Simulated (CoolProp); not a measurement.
Saturation properties of methane.

Computed with CoolProp (reference Helmholtz-energy equation of state, Setzmann 1991).

```
T (K)  p (bar)  liquid density (kg/m³)  enthalpy of vaporisation (kJ/kg)  liquid cp (kJ/(kg K))  surface tension (mN/m)  liquid conductivity (mW/(m K))
-----  -------  ----------------------  --------------------------------  ---------------------  ----------------------  ------------------------------
130.6    3.807                     ___                             470.6                  3.666                    9.29                             157
133.9    4.610                   387.5                             462.1                  3.712                     ___                             152
137.3    5.561                   381.7                             452.9                  3.765                    8.05                             147
140.6    6.613                   375.8                             443.4                  3.824                    7.45                             143
143.9    7.803                   369.7                             433.2                  3.892                    6.86                             138
147.2    9.141                   363.4                             422.4                  3.971                    6.27                             133
150.6    10.68                   356.7                             410.4                  4.065                    5.68                             128
153.9    12.35                   349.9                             397.9                  4.174                    5.11                             124
157.2    14.20                   342.7                             384.5                  4.304                    4.56                             119
160.6      ___                   334.9                               ___                  4.467                    4.00                             114
163.9    18.55                   326.9                             353.7                  4.664                    3.47                             109
167.2    21.02                   318.3                             336.4                  4.914                     ___                             105
170.5    23.71                   309.0                             317.3                    ___                    2.44                            99.8
173.9    26.73                     ___                             295.2                  5.715                    1.94                            94.8
```

Complete the blanks.


- 130.6, liquid density (kg/m³): 393.0
- 133.9, surface tension (mN/m): 8.68
- 160.6, p (bar): 16.31
- 160.6, enthalpy of vaporisation (kJ/kg): 369.5
- 167.2, surface tension (mN/m): 2.95
- 170.5, liquid cp (kJ/(kg K)): 5.244
- 173.9, liquid density (kg/m³): 298.6

It boils at 111.7 K under 1 atm.

Thermal conductivity comes from a separate model (Friend 1989). Surface tension comes from a separate correlation (Mulero 2012).
